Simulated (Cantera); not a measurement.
What does this Cantera script print?

```python
import numpy as np
import cantera as ct

gas = ct.Solution("h2o2.yaml")
gas.TPX = 925, 21000, {'H2': 1.2, 'O2': 1, 'N2': 0.52}
reactor = ct.IdealGasConstPressureReactor(gas, energy="off", clone=False)
net = ct.ReactorNet([reactor])
net.rtol, net.atol = 1e-08, 1e-18
show = ['H2', 'O2', 'HO2', 'OH', 'H2O2', 'H', 'H2O']
times = np.geomspace(0.0006, 40, 12)

steps = ct.SolutionArray(gas, extra=["t"])
rows = []
print(f"{'t/s':>10s}{'T/K':>9s}{'P/Pa':>11s}" + "".join(f"{s:>11s}" for s in show))
for t in times:
    while net.time < t:
        t_next = net.step()
        steps.append(gas.state, t=t_next)
    rows.append([np.interp(t, steps.t, y) for y in (steps.T, steps.P, *steps(*show).X.T)])
    print(f"{t:10.3e}{rows[-1][0]:9.1f}{rows[-1][1]:11.4g}" + "".join(f"{x:11.3e}" for x in rows[-1][2:]))
rate = np.gradient(steps.T, steps.t)
print("integrator steps:", len(steps.t))
if steps.T.max() > steps.T[0] + 200:
    print(f"time of steepest temperature rise: {steps.t[rate.argmax()]:.4e} s")
gas.TPX = 925, 21000, {'H2': 1.2, 'O2': 1, 'N2': 0.52}
gas.equilibrate("TP")
print(f"equilibrium (TP): T = {gas.T:.1f} K  " + "  ".join(f"{s} {gas[s].X[0]:.3e}" for s in show))
```

It prints:

```
       t/s      T/K       P/Pa         H2         O2        HO2         OH       H2O2          H        H2O
 6.000e-04    925.0    2.1e+04  4.392e-01  3.668e-01  6.803e-05  4.426e-05  7.966e-07  7.926e-04  1.733e-03
 1.647e-03    925.0    2.1e+04  9.834e-02  2.284e-01  1.793e-04  1.958e-05  3.788e-05  5.678e-05  4.397e-01
 4.521e-03    925.0    2.1e+04  9.727e-02  2.280e-01  6.261e-05  5.517e-08  1.243e-04  2.134e-07  4.411e-01
 1.241e-02    925.0    2.1e+04  9.715e-02  2.280e-01  4.246e-05  5.608e-08  1.538e-04  2.305e-07  4.413e-01
 3.406e-02    925.0    2.1e+04  9.672e-02  2.278e-01  4.875e-05  8.069e-08  2.140e-04  3.196e-07  4.418e-01
 9.351e-02    925.0    2.1e+04  9.463e-02  2.268e-01  6.553e-05  1.754e-07  4.249e-04  6.246e-07  4.443e-01
 2.567e-01    925.0    2.1e+04  8.289e-02  2.219e-01  8.131e-05  3.604e-07  7.739e-04  1.026e-06  4.591e-01
 7.045e-01    925.0    2.1e+04  5.076e-02  2.090e-01  7.067e-05  4.043e-07  6.457e-04  7.190e-07  5.004e-01
 1.934e+00    925.0    2.1e+04  1.183e-02  1.934e-01  3.866e-05  4.245e-07  2.225e-04  1.917e-07  5.507e-01
 5.309e+00    925.0    2.1e+04  7.433e-04  1.890e-01  6.378e-06  1.729e-07  7.059e-06  5.216e-09  5.651e-01
 1.457e+01    925.0    2.1e+04  1.040e-04  1.887e-01  1.134e-06  4.131e-08  2.331e-07  1.801e-10  5.659e-01
 4.000e+01    925.0    2.1e+04  2.127e-05  1.887e-01  2.869e-07  1.533e-08  1.661e-08  1.479e-11  5.660e-01
integrator steps: 2487
equilibrium (TP): T = 925.0 K  H2 2.236e-11  O2 1.887e-01  HO2 3.784e-10  OH 8.095e-08  H2O2 1.125e-10  H 2.705e-15  H2O 5.660e-01
```

Cantera simulation using the H2/O2 subset of GRI-Mech 3.0, which has no nitrogen chemistry; the numbers are that mechanism's predictions, not measurements. Below about 950 K walls govern HO2 and H2O2 in real vessels. The temperature is held fixed by assumption; the heat of reaction is taken as removed at once.
